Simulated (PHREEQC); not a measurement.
A solution holds 0.00098 mol NH3, 3.5e-05 mol KH2PO4 and 0.00013 mol CO2 per kg of water, at 25 °C. Closed to the air; pH follows from the charge balance.

All values are PHREEQC results (ion-association model, phreeqc.dat), not measurements.

This is a speciation only: nothing precipitates in the calculation.

Task: Predict the pH.

Result: pH 9.73.

Task: In which forms is N present?

Result: NH3 75 %, NH4+ 25 % of the N.

Complexes and solids missing from the database can't appear.
